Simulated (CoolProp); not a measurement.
Octamethylcyclotetrasiloxane (D4) along the isotherm 611.5 K: fugacity coefficient from the reference equation and from simpler models built on Tc = 586.5 K, pc = 1.347 MPa, ω = 0.598; each cubic takes its own stable root.

Model: reference Helmholtz-energy equation of state, Thol 2015, in CoolProp.

```tsv
p (MPa)	phase	reference
0.00639	gas	0.9986
0.0114	gas	0.9975
0.0202	gas	0.9955
0.0359	gas	0.9920
0.0639	gas	0.9858
0.114	gas	0.9748
0.202	gas	0.9555
0.359	gas	0.9213
0.639	gas	0.8614
1.14	gas	0.7568
2.02	supercritical	0.5746
```

### Question
How far does each simpler model (van der Waals, Peng-Robinson) lie from the reference over these 11 states: mean and median of the absolute difference, and the worst?

### Answer
- van der Waals: mean 0.6 %, median 0.3 %, worst +2.3 % at 611.5 K and 1.14 MPa
- Peng-Robinson: mean 0.5 %, median 0.2 %, worst -1.5 % at 611.5 K and 1.14 MPa
